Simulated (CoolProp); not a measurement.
A simple Rankine cycle with ammonia: condensing at 311.15 K, boiler at 4.43 MPa, turbine inlet 371.3 K, turbine efficiency 0.65, pump efficiency 0.8, no recuperator. Each further row changes one setting.

Values from CoolProp's reference Helmholtz-energy equation of state, Gao 2020.

| case | thermal efficiency (%) | net work (kJ/kg) | heat in (kJ/kg) | turbine exit temperature (K) | volume ratio over the turbine |
|---|---|---|---|---|---|
| as stated | 7.3 | 84.4 | 1160 | 311.1 | 2.74 |
| turbine inlet 391.3 K | 7.6 | 93.6 | 1230 | 320.5 | 2.65 |
| condensing temperature 303.15 K | 8.5 | 102 | 1190 | 303.1 | 3.41 |
| boiler pressure 3.1 MPa | 5.3 | 65.2 | 1220 | 325.0 | 1.92 |
| turbine efficiency 0.55 | 6.1 | 70.5 | 1160 | 311.1 | 2.78 |

The expansion ends wet for: as stated; condensing temperature 303.15 K; turbine efficiency 0.55.
